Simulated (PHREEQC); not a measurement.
A column of 0.2 m (40 cells, dispersivity 0.007 m, 720 s a shift, diffusion coefficient 3e-10 m²/s) holds 0.001 eq of the database's cation exchanger X per kg of pore water, first in equilibrium with 0.0038 mol MnCl2 and 1e-05 mol HCl per kg of water. It is flushed with 0.0018 mol KCl and 1e-05 mol HCl per kg of water, at 15 °C. Values are for the last cell. No CO2 enters from the air. Nothing may precipitate in this run.

The series has 33 steps of pore volumes, from 0 to 4.013.

Model: ion-association model, phreeqc.dat, run in PHREEQC.

Problem. After how many pore volumes does K at the outlet first reach half of its feed value?

Solution. By 1.1 pore volumes.

Species that the database lacks are ignored.
